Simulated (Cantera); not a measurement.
A closed system holds: 1 mol SiHCl₃, 1700 mol H₂, 0.013 mol CH₄, held at 1225 K and 970 Pa.

Equilibrium computed with Cantera from the NASA thermochemical tables; the gas is ideal and each condensed phase is pure. Candidate condensed phases: C, C₆H₆, C₇H₈, C₈H₁₈, Si, SiC; 109 gas species. Mutual solubility and eutectic melting of coexisting phases are not modelled. Equilibrium is a limit: real reactors are often held back by kinetics, nucleation or transport.

What is the equilibrium state?

x(H₂): 0.998
x(HCl): 0.00175
x(SiCl₂): 7.46e-6
x(H): 3.16e-6
n(Si(s)): 0.974 mol
n(SiC(s)): 0.0126 mol
gas amount: 1702 mol
log10 activity of C(graphite) (absent): -2.71
